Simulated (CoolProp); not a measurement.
Model: reference Helmholtz-energy equation of state, Thol 2015, in CoolProp.

**Question.** Give the vapour pressure (kPa), liquid density (kg/m³), liquid cp (kJ/(kg K)), surface tension (mN/m) of saturated octamethylcyclotetrasiloxane (D4) at 148.05, 217.45 °C.

**Answer.** 
| T (°C) | p (kPa) | liquid density (kg/m³) | liquid cp (kJ/(kg K)) | surface tension (mN/m) |
|---|---|---|---|---|
| 148.05 | 47.2 | 803 | 1.93 | 9.21 |
| 217.45 | 262 | 702 | 2.11 | 4.77 |

Surface tension comes from a separate correlation (Mulero 2014), older than this fluid's equation and unchecked against measurements.
